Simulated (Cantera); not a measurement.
A perfectly stirred reactor is fed with H₂ : O₂ = 0.0072 : 1 (molar parts), equivalence ratio 0.0036, at 20.0 Torr; it is held at 1075 K, and followed from long to short residence time.

Cantera simulation using GRI-Mech 3.0 (53 species, 325 reactions); the numbers are that mechanism's predictions, not measurements. Radical loss at walls, strong at low pressure, is not modelled.

Question: What does this change do: 0.02 parts H2O added?

Answer: 
```
quantity                 before     after
---------------------  --------  --------
x(H₂) at τ = 29.0 s     1.03e-5   8.67e-6
x(O₂) at τ = 29.0 s       0.993     0.973
x(H₂O) at τ = 29.0 s    0.00714    0.0265
x(O) at τ = 29.0 s      6.15e-5   3.40e-5
x(HO₂) at τ = 29.0 s    2.02e-7   2.26e-7
x(H₂) at τ = 79.0 ms   0.000281  0.000299
x(O₂) at τ = 79.0 ms      0.991     0.972
x(H₂O) at τ = 79.0 ms   0.00668    0.0260
x(O) at τ = 79.0 ms     0.00180   0.00128
x(HO₂) at τ = 79.0 ms   2.01e-6   2.69e-6
```

Question: What does this change do: O2 1 to 0.67 parts?

Answer: 
```
quantity                 before     after
---------------------  --------  --------
x(H₂) at τ = 29.0 s     1.03e-5   1.24e-5
x(O₂) at τ = 29.0 s       0.993     0.989
x(H₂O) at τ = 29.0 s    0.00714    0.0107
x(O) at τ = 29.0 s      6.15e-5   6.85e-5
x(HO₂) at τ = 29.0 s    2.02e-7   2.55e-7
x(H₂) at τ = 79.0 ms   0.000281  0.000346
x(O₂) at τ = 79.0 ms      0.991     0.987
x(H₂O) at τ = 79.0 ms   0.00668    0.0101
x(O) at τ = 79.0 ms     0.00180   0.00219
x(HO₂) at τ = 79.0 ms   2.01e-6   2.53e-6
```
